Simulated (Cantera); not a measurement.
An isothermal, constant-pressure homogeneous reactor starts with CH₄ : H₂ = 0.017 : 1 (molar parts), at 2173 K and 0.0133 bar.

Model: GRI-Mech 3.0 (53 species, 325 reactions), integrated in Cantera. GRI-Mech 3.0 stops at C3 and has no aromatics, soot or wall deposition, so with more carbon than oxygen in the feed, carbon stays in small species such as C2H2 where larger ones or solid carbon would form. Radical loss at walls, strong at low pressure, is not modelled.

x: mole fraction; the columns are a selection and need not sum to one.

| t (s) | x CH₄ | x H₂ | x C₂H₂ | x C₂H | x CH₃ | x CH₂ |
|---|---|---|---|---|---|---|
| 4.00e-6 | 0.0167 | 0.983 | <1e-12 | <1e-12 | 3.91e-6 | 1.81e-11 |
| 1.29e-5 | 0.0167 | 0.983 | <1e-12 | <1e-12 | 1.12e-5 | 1.89e-10 |
| 4.15e-5 | 0.0167 | 0.983 | 7.61e-12 | <1e-12 | 2.86e-5 | 1.87e-9 |
| 0.000134 | 0.0166 | 0.983 | 7.96e-10 | <1e-12 | ? | ? |
| 0.000431 | 0.0165 | 0.983 | ? | 1.75e-12 | ? | ? |
| 0.00139 | 0.0160 | 0.981 | 7.55e-6 | 5.33e-10 | 0.000684 | 1.97e-6 |
| 0.00447 | 0.0140 | 0.977 | 0.000361 | 7.76e-8 | 0.00180 | 1.43e-5 |
| 0.0144 | 0.00683 | 0.974 | 0.00388 | 1.69e-6 | 0.00178 | 2.84e-5 |
| 0.0464 | 0.00128 | 0.972 | 0.00727 | 4.43e-6 | 0.000465 | 1.19e-5 |
| 0.150 | 0.000188 | 0.968 | 0.00798 | 6.30e-6 | 8.88e-5 | 3.08e-6 |
| 0.482 | 2.93e-5 | 0.961 | 0.00806 | 8.24e-6 | 1.79e-5 | 8.13e-7 |
| 1.55 | 7.85e-6 | 0.953 | 0.00804 | 1.04e-5 | 6.09e-6 | 3.51e-7 |
| 5.00 | 6.52e-6 | 0.951 | 0.00803 | 1.11e-5 | 5.39e-6 | 3.31e-7 |

Question: Complete the blanks.

Answer: 
- 0.000134, x CH₃: 7.63e-5
- 0.000134, x CH₂: 1.93e-8
- 0.000431, x C₂H₂: 7.98e-8
- 0.000431, x CH₃: 0.000226
- 0.000431, x CH₂: 2.04e-7
